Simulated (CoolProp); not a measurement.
Aqueous ethylene glycol as a coolant, 23 % by mass, freezing at -9.7 °C, 1 atm.

Values from CoolProp's Melinder's fits for secondary coolants.

```csv
T (°C),conductivity (W/(m K)),Prandtl number,cp (kJ/(kg K)),viscosity (mPa s)
-1,0.471,29.1,3.801,3.61
4.6,0.478,23.5,3.813,2.95
10.2,0.484,19.2,3.825,2.43
15.8,0.490,16.0,3.837,2.04
21.4,0.496,13.4,3.849,1.73
26.9,0.502,11.5,3.861,1.49
32.5,0.507,9.87,3.873,1.29
38.1,0.513,8.59,3.884,1.14
```
